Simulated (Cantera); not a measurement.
Input (Python, Cantera):

```python
import numpy as np
import cantera as ct

gas = ct.Solution("gri30.yaml")
gas.TPX = 1800, 100000, {'CH4': 1, 'H2O': 1, 'H2': 0.36}
inlet = ct.Reservoir(gas, clone=True)

reactor = ct.IdealGasConstPressureReactor(gas, energy="off", clone=False)
exhaust = ct.Reservoir(gas, clone=True)
tau = [0.51, 0.23, 0.11, 0.048, 0.022, 0.01, 0.0046][0]
for a, b in ((inlet, reactor), (reactor, exhaust)):
    ct.MassFlowController(a, b, mdot=lambda t: reactor.mass / tau)
net = ct.ReactorNet([reactor])
show = ['CH4', 'H2O', 'H2', 'H', 'HCO']

rows = []
print(f"{'tau/s':>10s}{'T/K':>9s}" + "".join(f"{s:>11s}" for s in show))
for tau in [0.51, 0.23, 0.11, 0.048, 0.022, 0.01, 0.0046]:
    net.initial_time = 0.0
    net.advance(30 * tau)
    before = gas.X
    net.advance(40 * tau)
    drift = np.max(np.abs(gas.X - before) / (gas.X + 1e-9))
    rows.append([gas.T, *gas[show].X, drift])
    print(f"{tau:10.3e}{gas.T:9.1f}" + "".join(f"{x:11.3e}" for x in gas[show].X))
```

Result:

```
     tau/s      T/K        CH4        H2O         H2          H        HCO
 5.100e-01   1800.0  2.538e-02  1.234e-01  6.632e-01  2.892e-04  2.385e-08
 2.300e-01   1800.0  3.502e-02  1.632e-01  6.272e-01  2.783e-04  1.955e-08
 1.100e-01   1800.0  4.724e-02  2.035e-01  5.887e-01  2.654e-04  1.630e-08
 4.800e-02   1800.0  6.652e-02  2.482e-01  5.415e-01  2.475e-04  1.446e-08
 2.200e-02   1800.0  9.239e-02  2.852e-01  4.949e-01  2.274e-04  1.509e-08
 1.000e-02   1800.0  1.286e-01  3.158e-01  4.454e-01  2.047e-04  1.815e-08
 4.600e-03   1800.0  1.750e-01  3.410e-01  3.924e-01  1.805e-04  2.323e-08
```

Model: GRI-Mech 3.0 (53 species, 325 reactions), integrated in Cantera.
